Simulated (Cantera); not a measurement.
Charge: 1 mol Na₂CO₃, 0.82 mol H₂, equilibrated at 1.00 bar.

These are equilibrium values from Cantera (NASA tables, ideal gas, pure condensed phases), not measurements of a reactor. Candidate condensed phases: C, C₆H₆, C₇H₈, C₈H₁₈, H₂O, Na, NaOH, NaO₂, Na₂CO₃, Na₂O, Na₂O₂; 117 gas species. The numbers say what is thermodynamically allowed, not how fast it happens.

Question: Which condensed phases are stable at each of these points (T (°C)): 727, 802, 877, 952, 1027, 1102, 1177, 1252, 1327, 1402, 1477?

Answer: 
```csv
T (°C),condensed phases,Na condensed (%)
727,Na₂CO₃(s),99.9
802,Na₂CO₃(s),99.9
877,Na₂CO₃(l),99.7
952,Na₂CO₃(l),99.2
1027,Na₂CO₃(l),98.2
1102,Na₂CO₃(l),96.4
1177,Na₂CO₃(l),93.0
1252,Na₂CO₃(l),87.2
1327,Na₂CO₃(l),77.4
1402,Na₂CO₃(l),62.3
1477,Na₂CO₃(l),41.3
```

From 727 °C to 802 °C the condensed part is Na₂CO₃(s). From 877 °C to 1477 °C the condensed part is Na₂CO₃(l).
